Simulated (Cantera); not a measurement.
An isothermal, constant-pressure homogeneous reactor starts with 12.4 % H₂, 7.30 % O₂, 80.3 % N₂, equivalence ratio 0.85, at 1423 K and 13300 Pa.

Model: the H2/O2 subset of GRI-Mech 3.0, which has no nitrogen chemistry, integrated in Cantera. The temperature is held fixed by assumption; the heat of reaction is taken as removed at once.

One state of this run: x H₂ = 9.97e-6; x O₂ = 0.0117; x HO₂ = 1.83e-8; x H = 2.65e-7; x OH = 7.67e-5. x: mole fraction; the columns are a selection and need not sum to one.

Problem. Which value of t (s) does it belong to?
A) 100
B) 0.585
C) 0.105
D) 3.25

Solution. B, 0.585
